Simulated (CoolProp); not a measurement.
Vapour-liquid equilibrium of ethylene (1) + n-butane (2) at -25.05 °C; x and y are mole fractions of (1).

Values from CoolProp's multi-fluid Helmholtz-energy mixture model, Smukala 2000 and Bücker 2006; pair parameters Bell 2016.

| x | bubble pressure (MPa) | y at the bubble point | dew pressure at overall composition x (MPa) | liquid density (mol/L) |
|---|---|---|---|---|
| 0.05 | 0.1572 | 0.772 | 0.03772 | 11.00 |
| 0.15 | 0.3514 | 0.900 | 0.04218 | 11.46 |
| 0.25 | 0.5170 | 0.934 | 0.04783 | 11.94 |
| 0.35 | 0.6797 | 0.953 | 0.05519 | 12.45 |
| 0.45 | 0.8543 | 0.965 | 0.06523 | 12.99 |
| 0.55 | 1.049 | 0.974 | 0.07972 | 13.54 |
| 0.65 | 1.268 | 0.982 | 0.1025 | 14.10 |
| 0.75 | 1.511 | 0.988 | 0.1432 | 14.63 |
| 0.85 | 1.775 | 0.993 | 0.2372 | 15.07 |
| 0.95 | 2.059 | 0.998 | 0.6517 | 15.29 |

No azeotrope shows between x = 0.05 and 0.95.

Pair parameters are fitted to limited data, so mixtures are less certain than the pure fluids. The gap from Raoult's law changes sign with composition, which may be real or a fault of the pair parameters; it wasn't checked against measurements.
